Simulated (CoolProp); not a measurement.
Vapour-liquid equilibrium of hydrogen sulfide (1) + isobutane (2) at 41.55 °C; x and y are mole fractions of (1).

The numbers come from the multi-fluid Helmholtz-energy mixture model, Lemmon 2006 and Bücker 2006; pair parameters Kunz 2012 in CoolProp.

```
x     bubble pressure, mixture model (MPa)  bubble pressure, Raoult's law (MPa)  y, mixture model  y, Raoult's law
----  ------------------------------------  -----------------------------------  ----------------  ---------------
0.05                                0.7086                               0.6736             0.228            0.220
0.2                                  1.179                                1.035             0.567            0.572
0.35                                 1.600                                1.396             0.710            0.743
0.5                                  1.956                                1.758             0.792            0.843
0.65                                 2.266                                2.119             0.852            0.909
0.8                                  2.561                                2.481             0.910            0.955
0.95                                 2.861                                2.842             0.975            0.990
```

The largest gap from Raoult's law is +14.6 % in bubble pressure, at x = 0.35. No azeotrope shows between x = 0.05 and 0.95.

Pair parameters are fitted to limited data, so mixtures are less certain than the pure fluids.
